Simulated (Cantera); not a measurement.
What does this Cantera script print?

```python
import numpy as np
import cantera as ct

gas_names = """
    B BF BF2 BF3 BN B2 F F2 N NF NF2 NF3 N2
""".split()
cond_names = """
    B(b) B(L) BN(s)
""".split()


def load(file, names, dense=False):
    # The tables refer to 1 bar. Condensed volumes are neglected.
    table = {s.name: s for s in ct.Species.list_from_file(file)}
    out = []
    for n in names:
        d = dict(table[n].input_data)
        d["thermo"] = dict(d["thermo"], **{"reference-pressure": 1e5})
        if dense:
            d["equation-of-state"] = {"model": "constant-volume", "density": "1e6 g/cm^3"}
        out.append(ct.Species.from_dict(d))
    return out


gas = ct.Solution(thermo="ideal-gas", species=load("nasa_gas.yaml", gas_names))
cond = {s.name: ct.Solution(thermo="fixed-stoichiometry", species=[s], name=s.name)
        for s in load("nasa_condensed.yaml", cond_names, dense=True)}
atoms = {
    'BF3': {'B': 1, 'F': 3},
    'N2': {'N': 2},
}
top_T = {'BN(s)': 3200}  # K; cautious upper limits of use, not melting points


def equilibrate(T, P, feed):
    n = {}
    for name, mol in feed.items():
        for a, k in atoms[name].items():
            n[a] = n.get(a, 0.0) + k * mol
    gas.TPX = T, P, n
    mass = sum(n.values()) * gas.mean_molecular_weight
    gas.equilibrate("TP")
    valid = [c for c in cond.values() if c.min_temp <= T <= top_T.get(c.name, c.max_temp)]
    mix = ct.Mixture([(gas, mass / gas.mean_molecular_weight)] + [(c, 0.0) for c in valid])
    mix.T, mix.P = T, P
    mix.equilibrate("TP", solver="vcs", rtol=1e-11, max_steps=5000)
    return mix


results = []
feed = {'BF3': 1, 'N2': 0.56}  # mol
P = 1333.22  # Pa
for T in [1225, 1325, 1425, 1525, 1625, 1725, 1825, 1925, 2025, 2125]:
    mix = equilibrate(T, P, feed)
    results.append((T, P, feed, dict(zip(mix.species_names, mix.species_moles))))

top = {s: max(r[3][s] / sum(r[3][g] for g in gas_names) for r in results) for s in gas_names}
cols = sorted((s for s in top if top[s] > 1e-06), key=lambda s: -top[s])[:6]
seen = [c for c in cond_names if any(r[3].get(c, 0) > 1e-12 for r in results)]
print("log10 of partial pressures in bar; condensed amounts in mol")
print(f"{'T/K':>10s}" + "".join(f"{s[:9]:>10s}" for s in cols + seen))
for T, P, feed, n in results:
    ng = sum(n[g] for g in gas_names)
    print(f"{T:10.4g}" + "".join(f"{np.log10(max(n[s] / ng * P / 1e5, 1e-99)):10.3f}" for s in cols)
          + "".join(f"{n.get(c, 0):10.4g}" for c in seen))
```

Output:

```
log10 of partial pressures in bar; condensed amounts in mol
       T/K       BF3        N2         F       BF2        BF
      1225    -2.068    -2.320   -10.290   -10.280   -17.503
      1325    -2.068    -2.320    -9.275    -9.274   -15.718
      1425    -2.068    -2.320    -8.406    -8.406   -14.176
      1525    -2.068    -2.320    -7.651    -7.651   -12.835
      1625    -2.068    -2.320    -6.990    -6.990   -11.659
      1725    -2.068    -2.320    -6.405    -6.405   -10.619
      1825    -2.068    -2.320    -5.885    -5.885    -9.693
      1925    -2.069    -2.320    -5.419    -5.419    -8.863
      2025    -2.069    -2.320    -4.999    -5.000    -8.115
      2125    -2.070    -2.321    -4.620    -4.621    -7.438
```

Cantera equilibrium calculation (NASA polynomials, part measured and part estimated; ideal gas, pure solids and liquids). The tables' values for BF2 are old estimates; treat these amounts as uncertain.
